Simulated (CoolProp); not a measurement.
Vapour-liquid equilibrium of propylene (1) + isobutane (2) at 10.65 °C; x and y are mole fractions of (1).

The numbers come from the multi-fluid Helmholtz-energy mixture model, Lemmon 2013 and Bücker 2006; pair parameters Bell 2016 in CoolProp.

Task: Give the bubble pressure and the first vapour's composition at x = 0.125, 0.425, 0.95. Is there an azeotrope?

Result: x = 0.125: 301.2 kPa, y = 0.318; x = 0.425: 423.1 kPa, y = 0.646; x = 0.95: 754.0 kPa, y = 0.987. No azeotrope shows between x = 0.05 and 0.95.

The pair parameters rest on a limited set of measurements; away from them the model extrapolates. The gap from Raoult's law changes sign with composition, which may be real or a fault of the pair parameters; it wasn't checked against measurements.
